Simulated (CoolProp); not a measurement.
Vapour-liquid equilibrium of ethylene (1) + isobutane (2) at 219.5 K; x and y are mole fractions of (1).

The numbers come from the multi-fluid Helmholtz-energy mixture model, Smukala 2000 and Bücker 2006; pair parameters Bell 2016 in CoolProp.

Task: Give the bubble pressure and the first vapour's composition at x = 0.2, 0.575, 0.8. Is there an azeotrope?

Result: x = 0.2: 0.1655 MPa, y = 0.929; x = 0.575: 0.5041 MPa, y = 0.986; x = 0.8: 0.7288 MPa, y = 0.995. No azeotrope shows between x = 0.05 and 0.95.

Pair parameters are fitted to limited data, so mixtures are less certain than the pure fluids.
